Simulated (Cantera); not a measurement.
A Cantera script and its output.

```python
import numpy as np
import cantera as ct

gas = ct.Solution("h2o2.yaml")
gas.TPX = 1125, 1333, {'H2': 0.093, 'O2': 1, 'N2': 0.11, 'H2O': 0.11}
reactor = ct.IdealGasConstPressureReactor(gas, energy="off", clone=False)
net = ct.ReactorNet([reactor])
net.rtol, net.atol = 1e-08, 1e-18
show = ['H2', 'O2', 'H', 'O', 'H2O', 'OH', 'H2O2']
times = np.geomspace(3e-05, 2, 11)

steps = ct.SolutionArray(gas, extra=["t"])
rows = []
print(f"{'t/s':>10s}{'T/K':>9s}{'P/Pa':>11s}" + "".join(f"{s:>11s}" for s in show))
for t in times:
    while net.time < t:
        t_next = net.step()
        steps.append(gas.state, t=t_next)
    rows.append([np.interp(t, steps.t, y) for y in (steps.T, steps.P, *steps(*show).X.T)])
    print(f"{t:10.3e}{rows[-1][0]:9.1f}{rows[-1][1]:11.4g}" + "".join(f"{x:11.3e}" for x in rows[-1][2:]))
rate = np.gradient(steps.T, steps.t)
print("integrator steps:", len(steps.t))
if steps.T.max() > steps.T[0] + 200:
    print(f"time of steepest temperature rise: {steps.t[rate.argmax()]:.4e} s")
gas.TPX = 1125, 1333, {'H2': 0.093, 'O2': 1, 'N2': 0.11, 'H2O': 0.11}
gas.equilibrate("TP")
print(f"equilibrium (TP): T = {gas.T:.1f} K  " + "  ".join(f"{s} {gas[s].X[0]:.3e}" for s in show))
```

Output:

```
       t/s      T/K       P/Pa         H2         O2          H          O        H2O         OH       H2O2
 3.000e-05   1125.0       1333  7.083e-02  7.616e-01  2.824e-10  5.358e-11  8.378e-02  5.007e-11  1.440e-14
 9.110e-05   1125.0       1333  7.083e-02  7.616e-01  7.824e-10  4.103e-10  8.378e-02  3.218e-10  1.328e-13
 2.766e-04   1125.0       1333  7.083e-02  7.616e-01  3.467e-09  3.555e-09  8.378e-02  2.243e-09  1.230e-12
 8.400e-04   1125.0       1333  7.083e-02  7.616e-01  1.138e-07  1.402e-07  8.378e-02  8.222e-08  1.220e-11
 2.551e-03   1125.0       1333  6.274e-02  7.563e-01  2.691e-03  3.088e-03  8.968e-02  1.693e-03  6.312e-08
 7.746e-03   1125.0       1333  2.667e-03  7.281e-01  1.246e-02  2.214e-02  1.457e-01  4.125e-03  2.839e-07
 2.352e-02   1125.0       1333  9.592e-04  7.444e-01  2.515e-03  7.703e-03  1.557e-01  2.449e-03  3.069e-07
 7.143e-02   1125.0       1333  1.423e-04  7.514e-01  1.397e-04  1.135e-03  1.594e-01  9.329e-04  2.183e-07
 2.169e-01   1125.0       1333  1.626e-05  7.526e-01  5.605e-06  1.330e-04  1.601e-01  3.202e-04  9.229e-08
 6.586e-01   1125.0       1333  2.445e-06  7.528e-01  3.454e-07  2.073e-05  1.602e-01  1.267e-04  3.273e-08
 2.000e+00   1125.0       1333  4.986e-07  7.528e-01  3.320e-08  4.351e-06  1.603e-01  5.805e-05  1.134e-08
integrator steps: 1484
equilibrium (TP): T = 1125.0 K  H2 3.882e-09  O2 7.529e-01  H 2.414e-11  O 3.491e-08  H2O 1.603e-01  OH 5.192e-06  H2O2 1.881e-10
```

Model: the H2/O2 subset of GRI-Mech 3.0, which has no nitrogen chemistry, integrated in Cantera. Radical loss at walls, strong at low pressure, is not modelled. The temperature is held fixed by assumption; the heat of reaction is taken as removed at once.
